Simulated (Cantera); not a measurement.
A freely propagating, adiabatic, planar premixed flame of 34.0 % H₂, 17.3 % O₂, 48.6 % N₂, unburnt at 575 K and 900 Torr; mixture-averaged transport, grid criteria slope 0.08 and curve 0.16, no radiation.

Model: the H2/O2 subset of GRI-Mech 3.0, which has no nitrogen chemistry, integrated in Cantera. Burning velocities carry a grid error of a few per cent, more on coarse grids.

x: mole fraction of selected species; z is measured from the peak of heat release.

```
z (mm)   T (K)  u (m/s)    x H₂    x O₂     x OH   x H₂O₂       x O  x HO₂
-------  -----  -------  ------  ------  -------  -------  --------  -----
-1.00      575     8.76   0.340   0.173    <1e-8    <1e-8     <1e-8  <1e-8
-0.667     575     8.76   0.340   0.173    <1e-8    <1e-8     <1e-8  <1e-8
-0.500     575     8.76   0.340   0.173    <1e-8    <1e-8     <1e-8  <1e-8
-0.333     575     8.76   0.340   0.173    <1e-8    <1e-8     <1e-8    [?]
-0.167     586     8.89   0.337   0.174  3.38e-5  2.58e-6   5.26e-6    [?]
-0.0834    810     12.0   0.301   0.170  0.00111  2.35e-5  0.000414    [?]
0         1308     18.6   0.175   0.121  0.00576  7.56e-6   0.00798    [?]
0.0834    1650     23.1  0.0775  0.0561   0.0154  3.27e-6    0.0169    [?]
0.167     1812     25.2  0.0602  0.0397   0.0205  1.86e-6    0.0181    [?]
0.333     1989     27.3  0.0576  0.0339   0.0243  1.01e-6    0.0161    [?]
0.667     2175     29.5  0.0548  0.0294   0.0267  6.08e-7    0.0129    [?]
1.33      2357     31.5  0.0493  0.0249   0.0273  4.37e-7   0.00939    [?]
2.67      2513     33.2  0.0422  0.0207   0.0259  3.96e-7   0.00642    [?]
```

Task: Fill in the missing entries.

Result: 
- -0.333, x HO₂: 1.51e-7
- -0.167, x HO₂: 0.000227
- -0.0834, x HO₂: 0.000289
- 0, x HO₂: 0.000123
- 0.0834, x HO₂: 5.09e-5
- 0.167, x HO₂: 3.12e-5
- 0.333, x HO₂: 2.13e-5
- 0.667, x HO₂: 1.42e-5
- 1.33, x HO₂: 9.38e-6
- 2.67, x HO₂: 7.01e-6
